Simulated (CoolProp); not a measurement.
The numbers come from the reference Helmholtz-energy equation of state, Lemmon 2009 in CoolProp.

### Question
For propane, give the phase and the density (kg/m³), cv (kJ/(kg K)), speed of sound (m/s), viscosity (µPa s) at 203.3 K and 1.99 MPa.

### Answer
- 203.3 K and 1.99 MPa: liquid; density 614, cv 1.39, speed of sound 1360, viscosity 281

Viscosity comes from a separate model (Vogel 1998).
